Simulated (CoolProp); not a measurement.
Ethanol along the isobar 1.86 MPa: density (kg/m³) from the reference equation and from simpler models built on Tc = 514.7 K, pc = 6.268 MPa, ω = 0.644; each cubic takes its own stable root.

The numbers come from the reference Helmholtz-energy equation of state, Schroeder 2014 in CoolProp.

```json
[
 {"T (K)": "380.2", "phase": "liquid", "reference": "708.7", "van der Waals": "372.4", "Redlich-Kwong": "537.1", "Soave-Redlich-Kwong": "593.5"},
 {"T (K)": "398.7", "phase": "liquid", "reference": "686.4", "van der Waals": "32.16", "Redlich-Kwong": "512.3", "Soave-Redlich-Kwong": "570.1"},
 {"T (K)": "417.1", "phase": "liquid", "reference": "?", "van der Waals": "29.83", "Redlich-Kwong": "484.3", "Soave-Redlich-Kwong": "543.3"},
 {"T (K)": "435.6", "phase": "liquid", "reference": "631.1", "van der Waals": "27.88", "Redlich-Kwong": "29.21", "Soave-Redlich-Kwong": "511.4"},
 {"T (K)": "454", "phase": "gas", "reference": "28.41", "van der Waals": "26.24", "Redlich-Kwong": "27.17", "Soave-Redlich-Kwong": "28.11"},
 {"T (K)": "472.4", "phase": "gas", "reference": "?", "van der Waals": "24.82", "Redlich-Kwong": "25.49", "Soave-Redlich-Kwong": "25.98"},
 {"T (K)": "490.9", "phase": "gas", "reference": "24.00", "van der Waals": "23.56", "Redlich-Kwong": "24.04", "Soave-Redlich-Kwong": "24.26"},
 {"T (K)": "509.3", "phase": "gas", "reference": "22.53", "van der Waals": "22.44", "Redlich-Kwong": "22.80", "Soave-Redlich-Kwong": "22.84"},
 {"T (K)": "527.8", "phase": "gas", "reference": "21.32", "van der Waals": "21.44", "Redlich-Kwong": "21.70", "Soave-Redlich-Kwong": "21.62"},
 {"T (K)": "546.2", "phase": "gas", "reference": "20.29", "van der Waals": "20.54", "Redlich-Kwong": "20.73", "Soave-Redlich-Kwong": "20.56"},
 {"T (K)": "564.7", "phase": "gas", "reference": "19.39", "van der Waals": "?", "Redlich-Kwong": "19.85", "Soave-Redlich-Kwong": "19.63"},
 {"T (K)": "583.1", "phase": "gas", "reference": "?", "van der Waals": "18.97", "Redlich-Kwong": "19.06", "Soave-Redlich-Kwong": "18.80"},
 {"T (K)": "601.6", "phase": "gas", "reference": "17.90", "van der Waals": "18.28", "Redlich-Kwong": "18.34", "Soave-Redlich-Kwong": "18.05"},
 {"T (K)": "620", "phase": "gas", "reference": "17.26", "van der Waals": "17.64", "Redlich-Kwong": "17.68", "Soave-Redlich-Kwong": "17.38"}
]
```

Problem. What belongs in the gaps?

Solution. 
- 417.1, reference: 661.0
- 472.4, reference: 25.87
- 564.7, van der Waals: 19.72
- 583.1, reference: 18.60

At some of these states van der Waals, Redlich-Kwong gives the other phase, because its saturation line lies elsewhere.
